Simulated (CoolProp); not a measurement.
Computed with CoolProp (reference Helmholtz-energy equation of state, McLinden 2020).

Task: Give the vapour pressure (kPa), liquid density (kg/m³), vapour density (kg/m³), enthalpy of vaporisation (kJ/kg) of saturated R1336mzz(Z) at 47.65, 95.45, 159.15 °C.

Result: 
```tsv
T (°C)	p (kPa)	liquid density (kg/m³)	vapour density (kg/m³)	enthalpy of vaporisation (kJ/kg)
47.65	166	1300	11.0	158
95.45	634	1160	41.6	130
159.15	2340	823	213	63.1
```
